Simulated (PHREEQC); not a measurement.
Consider water at 25 °C and 100 atm with 0.73 mol CaCl2 and 2.1 mol LiCl per kg of water. Closed to the air; pH follows from the charge balance.

Equilibrium calculation in PHREEQC: Pitzer model, pitzer.dat.

The ionic strength comes out as 4.29 mol/kgw. What activity coefficients do Li+, Cl-, Ca+2 get?

Li+ 2.6, Cl- 0.58, Ca+2 1.3. Single-ion values are on the MacInnes scale.

Precipitation was switched off in this run. Under pressure, the constants of complexes without a molar volume in the database are unreliable.
